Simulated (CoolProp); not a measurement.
A closed Brayton cycle with nitrogen: compressor inlet 318.15 K and 6 MPa, high pressure 18.2 MPa, turbine inlet 710 K, compressor efficiency 0.85, turbine efficiency 0.93, recuperator effectiveness 0.8 (on enthalpy, no pinch check). Each further row changes one setting.

Computed with CoolProp (reference Helmholtz-energy equation of state, Span 2000).

```
case                           thermal efficiency (%)  net work (kJ/kg)  compressor to turbine work  compressor exit (K)  turbine exit (K)
-----------------------------  ----------------------  ----------------  --------------------------  -------------------  ----------------
as stated                                           …              45.2                        0.77                459.6             535.2
turbine inlet 660 K                              16.1              31.2                        0.83                459.6             496.0
compressor inlet 328.15 K                        18.9                 …                        0.80                    …             535.2
high pressure 15.5 MPa                           22.6              45.5                        0.73                436.3             557.7
recuperator effectiveness 0.5                    18.7              45.2                        0.77                459.6             535.2
```

Some entries are withheld; supply them.


- as stated, thermal efficiency (%): 20.9
- compressor inlet 328.15 K, net work (kJ/kg): 40.2
- compressor inlet 328.15 K, compressor exit (K): 473.9
